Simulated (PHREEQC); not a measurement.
A solution holds 0.003 mol/kgw CuSO4, 0.087 mol/kgw CaCl2, 3.2e-05 mol/kgw HCl and 0.00029 mol/kgw Na2SO4, at 20 °C. Closed to the air; pH follows from the charge balance.

Equilibrium calculation in PHREEQC: ion-association model, wateq4f.dat.

Each row changes one thing in this solution. This is a speciation only: nothing precipitates in the calculation.

```tsv
case	pH	ionic strength (mol/kgw)	SO4-2 (mol/kgw)	HSO4- (mol/kgw)
as made	4.61	0.266	0.00146	1.17e-6
diluted 2-fold with water	4.88	0.134	0.000819	4.28e-7
CaCl2 left out	4.58	0.0106	0.00271	4.53e-6
0.017 mol/kgw MnCl2 added	4.61	0.310	0.00144	(withheld)
temperature from 20 to 65 °C	4.60	0.263	0.00133	3.01e-6
temperature from 20 to 25 °C	4.61	0.266	0.00143	1.27e-6
CuSO4 from 0.003 to 0.0033 mol/kgw	4.61	0.266	(withheld)	1.27e-6
Na2SO4 left out	4.61	0.266	0.00133	1.07e-6
CuSO4 replaced by H2SO4 at the same molality	2.34	0.264	0.00136	(withheld)
```

Task: Fill in the missing entries.

Result: 
- 0.017 mol/kgw MnCl2 added, HSO4- (mol/kgw): 1.10e-6
- CuSO4 from 0.003 to 0.0033 mol/kgw, SO4-2 (mol/kgw): 0.00159
- CuSO4 replaced by H2SO4 at the same molality, HSO4- (mol/kgw): 0.000202

Some of these states are supersaturated (in Atacamite, for instance). Constants without temperature data keep their 25 °C values here.
